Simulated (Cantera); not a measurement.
Input: 1 mol BCl3, 190 mol H2, held at 727 °C and 0.00133 bar.

Method: chemical equilibrium by Gibbs-energy minimisation in Cantera with the NASA 1993 tables (ideal gas, pure condensed phases). Candidate condensed phases: B; 13 gas species. Kinetics and transport are ignored.

Task: What is the equilibrium state?

Result: 
| Quantity | Result |
|---|---|
| x(H2) | 0.984 |
| x(HCl) | 0.0155 |
| x(BCl3) | 5.78e-5 |
| n(B(s)) | 0.989 mol |
| gas amount | 191.5 mol |
